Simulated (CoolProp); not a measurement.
Vapour-liquid equilibrium of propylene (1) + dimethyl ether (2) at 11 kPa; x and y are mole fractions of (1).

The numbers come from the multi-fluid Helmholtz-energy mixture model, Lemmon 2013 and Wu 2011; pair parameters Bell 2016 in CoolProp.

```json
[
 {"x": "0.05", "bubble temperature, mixture model (°C)": "-68.8", "bubble temperature, Raoult's law (°C)": "-68.0", "y, mixture model": "0.210", "y, Raoult's law": "0.164"},
 {"x": "0.15", "bubble temperature, mixture model (°C)": "…", "bubble temperature, Raoult's law (°C)": "-71.3", "y, mixture model": "0.474", "y, Raoult's law": "0.407"},
 {"x": "0.25", "bubble temperature, mixture model (°C)": "-76.3", "bubble temperature, Raoult's law (°C)": "-74.1", "y, mixture model": "…", "y, Raoult's law": "0.573"},
 {"x": "0.35", "bubble temperature, mixture model (°C)": "-78.6", "bubble temperature, Raoult's law (°C)": "-76.6", "y, mixture model": "…", "y, Raoult's law": "0.691"},
 {"x": "0.45", "bubble temperature, mixture model (°C)": "-80.5", "bubble temperature, Raoult's law (°C)": "-78.7", "y, mixture model": "0.791", "y, Raoult's law": "0.777"},
 {"x": "0.55", "bubble temperature, mixture model (°C)": "-82.0", "bubble temperature, Raoult's law (°C)": "-80.6", "y, mixture model": "0.841", "y, Raoult's law": "0.842"},
 {"x": "0.65", "bubble temperature, mixture model (°C)": "-83.3", "bubble temperature, Raoult's law (°C)": "-82.2", "y, mixture model": "0.882", "y, Raoult's law": "0.892"},
 {"x": "0.75", "bubble temperature, mixture model (°C)": "-84.4", "bubble temperature, Raoult's law (°C)": "-83.7", "y, mixture model": "0.917", "y, Raoult's law": "0.932"},
 {"x": "0.85", "bubble temperature, mixture model (°C)": "-85.4", "bubble temperature, Raoult's law (°C)": "-85.0", "y, mixture model": "0.950", "y, Raoult's law": "0.963"},
 {"x": "0.95", "bubble temperature, mixture model (°C)": "-86.4", "bubble temperature, Raoult's law (°C)": "-86.3", "y, mixture model": "…", "y, Raoult's law": "0.989"}
]
```

Question: Some entries are withheld; supply them.

Answer: 
- 0.15, bubble temperature, mixture model (°C): -73.1
- 0.25, y, mixture model: 0.626
- 0.35, y, mixture model: 0.723
- 0.95, y, mixture model: 0.983

The largest gap from Raoult's law is -2.2 K in bubble temperature, at x = 0.25. No azeotrope shows between x = 0.05 and 0.95.

The pair parameters rest on a limited set of measurements; away from them the model extrapolates.
